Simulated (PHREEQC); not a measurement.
1 kg of water holding 0.3 mol Na2CO3 meets 20 L of dry gas (O2 1 by moles) at fixed total pressure, at 10 °C; fugacities by Peng-Robinson. The gases take part in no redox reaction, some water evaporates into the gas, and hydrates or a liquid gas phase aren't modelled. Nothing may precipitate in this run.

Computed with PHREEQC (ion-association model, phreeqc.dat).

```tsv
P (atm)	dissolved O2 (mol/kgw)	φ of O2
2	0.00294	0.998
5	0.00732	0.994
10	0.0145	0.989
20	0.0283	0.978
30	0.0415	0.967
40	0.0541	0.957
50	0.0661	0.947
75	0.0938	0.925
100	0.119	0.905
150	0.161	0.872
```

At this temperature some constants are extrapolated from 25 °C, and those without enthalpy data are left unchanged.
